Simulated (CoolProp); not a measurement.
Properties of R113 along the isotherm 500 K (Tc = 487.2 K, pc = 33.92 bar, ω = 0.253).

Values from CoolProp's reference Helmholtz-energy equation of state, Marx 1992.

```tsv
p (bar)	phase	speed of sound (m/s)	Joule-Thomson coefficient (K/MPa)	fugacity coefficient
0.268	gas	…	8.345	0.9976
0.477	gas	152.6	…	0.9957
0.848	gas	152.2	8.406	0.9923
1.51	gas	151.4	8.477	0.9863
2.68	gas	149.9	8.607	0.9757
4.77	gas	147.2	8.852	0.9569
8.48	gas	…	9.337	0.9238
15.1	gas	132.2	10.41	…
26.8	gas	110.1	13.51	0.7632
47.7	supercritical	121.5	4.866	0.5640
84.8	supercritical	…	0.9937	0.3792
```

Q: Complete the blanks.

A: 
- 0.268, speed of sound (m/s): 152.9
- 0.477, Joule-Thomson coefficient (K/MPa): 8.367
- 8.48, speed of sound (m/s): 142.2
- 15.1, fugacity coefficient: 0.8655
- 84.8, speed of sound (m/s): 235.1
